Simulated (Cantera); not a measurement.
# Ignition delay

Mixture: 9.88 % CO, 12.8 % H₂, 16.2 % O₂, 61.1 % N₂, at 1.90 bar, adiabatic and at constant pressure. Ignition delay is the time to a rise of 400 K.

Computed with Cantera and GRI-Mech 3.0 (53 species, 325 reactions). Where the delays flatten at high temperature, the 400 K rule measures the pace of heat release, not the induction time.

| T0 (K) | delay (ms) |
|---|---|
| 950 | 15.3 |
| 1000 | 1.07 |
| 1050 | 0.153 |
| 1100 | 0.0708 |
| 1150 | 0.0449 |
| 1200 | 0.0324 |
| 1250 | 0.0250 |
| 1300 | 0.0204 |
| 1350 | 0.0173 |
